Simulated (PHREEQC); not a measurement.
A PHREEQC input (ion-association model, wateq4f.dat):

```
SOLUTION 1
  temp 20
  units mmol/kgw
  pH 5.96
  pe 9.5
  Na 0.0831
  K 0.0104
  Ca 0.0774
  Mg 0.0303
  Cl 0.0338
  S(6) 0.31 as SO4
  Alkalinity 0.183 as HCO3
  B 0.000739
  Cu(2) 0.00022
END
USE solution 1
EQUILIBRIUM_PHASES 1
  Gypsum 0 0
  CO2(g) -2 10
END
```

The run finishes without an error or a warning.

Its last state differs from that of the intended input:

| quantity | as run | intended |
|---|---|---|
| pH | 6.04 | 4.95 |
| ionic strength (mol/kgw) | 0.000973 | 2.81e-5 |
| HCO3- (mol/kgw) | 0.000184 | 1.44e-5 |
| HSO4- (mol/kgw) | 2.20e-8 | 3.14e-9 |
| CaSO4 (mol/kgw) | 3.26e-6 | 1.13e-9 |
| MgSO4 (mol/kgw) | 1.38e-6 | 7.86e-10 |
| SI of Tenorite (CuO) | -2.53 | -6.40 |
| SI of Gypsum (CaSO4:2H2O) | -3.18 | -6.65 |

Task: One thing in the input isn't as intended. What explains the difference?

Result: One answer among several that fit: The fault: the units line changed with the numbers kept. The line should read `units mg/L` where the input has `units mmol/kgw`.
